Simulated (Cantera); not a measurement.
Predominance diagram of Zr at 1625 K against the partial pressures of O2 and N2 (log10, bar). Standard-state values (1 bar) from the NASA 1993 polynomials, evaluated with Cantera. Candidates: Zr(β), ZrN(s), ZrO2(tetragonal). Only these pure phases compete in this equilibrium. ZrN: taken at fixed stoichiometry.

```
log p(N2) \ log p(O2)
        columns: -20, -18.9, -17.8, -16.7, -15.6, -14.4, -13.3, -12.2, -11.1, -10, -8.9, -7.8, -6.7, -5.6, -4.4, -3.3, -2.2, -1.1, 0
      0  A A B B B B B B B B B B B B B B B B B
   -1.3  A B B B B B B B B B B B B B B B B B B
   -2.7  A B B B B B B B B B B B B B B B B B B
     -4  B B B B B B B B B B B B B B B B B B B
   -5.3  B B B B B B B B B B B B B B B B B B B
   -6.7  B B B B B B B B B B B B B B B B B B B
     -8  B B B B B B B B B B B B B B B B B B B
   -9.3  B B B B B B B B B B B B B B B B B B B
  -10.7  B B B B B B B B B B B B B B B B B B B
    -12  B B B B B B B B B B B B B B B B B B B
```

A: ZrN(s); B: ZrO2(tetragonal).
